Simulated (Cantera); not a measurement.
A perfectly stirred reactor is fed with CH4 : O2 : N2 = 1 : 4 : 15 (molar parts), equivalence ratio 0.50, at 200000 Pa; it is adiabatic with a 475 K inlet, and is followed from long to short residence time, starting on the burning branch (τ in s: 0.074, 0.031, 0.013, 0.0057, 0.0024, 0.001, 0.00044, 0.00019, 8e-05).

Computed with Cantera and GRI-Mech 3.0 (53 species, 325 reactions).

x: mole fraction; the columns are a selection and need not sum to one.

```tsv
τ (s)	T (K)	x CH4	x O2	x H2	x NO	x CO2
0.074	1619	1.86e-5	0.100	3.02e-5	3.32e-6	0.0497
0.031	1616	3.29e-5	0.100	5.40e-5	3.25e-6	0.0495
0.013	1611	5.84e-5	0.100	9.71e-5	___	0.0490
0.0057	1603	0.000102	0.101	0.000170	___	0.0483
0.0024	1587	0.000188	0.101	0.000305	___	0.0468
0.0010	1558	0.000380	0.103	0.000559	___	0.0438
0.00044	475	0.0500	0.200	<1e-12	<1e-12	<1e-12
0.00019	475	0.0500	0.200	<1e-12	<1e-12	<1e-12
8.0e-5	475	0.0500	0.200	<1e-12	<1e-12	<1e-12
```

Problem. Fill in the missing entries.

Solution. 
- 0.013, x NO: 2.93e-6
- 0.0057, x NO: 2.41e-6
- 0.0024, x NO: 1.83e-6
- 0.0010, x NO: 1.27e-6
